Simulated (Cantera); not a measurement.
Input: 1 mol TiCl4, 28 mol H2, at 1350 K and 50.0 Pa.

Cantera equilibrium calculation (NASA polynomials, part measured and part estimated; ideal gas, pure solids and liquids). Candidate condensed phases: Ti, TiCl2, TiCl3, TiCl4; 10 gas species. The tables' values for TiCl2 are old estimates; treat these amounts as uncertain. Equilibrium is a limit: real reactors are often held back by kinetics, nucleation or transport.

Problem. What is the equilibrium state?

Solution. 
| Quantity | Value |
|---|---|
| x(H2) | 0.929 |
| x(HCl) | 0.0372 |
| x(TiCl3) | 0.0300 |
| x(TiCl2) | 0.00357 |
| x(TiCl4) | 0.000246 |
| x(H) | 0.000103 |
| x(Cl) | 3.42e-6 |
| gas amount | 29.55 mol |
| log10 activity of Ti(β) (absent) | -1.95 |
| log10 activity of TiCl4(l) (absent) | -8.95 |
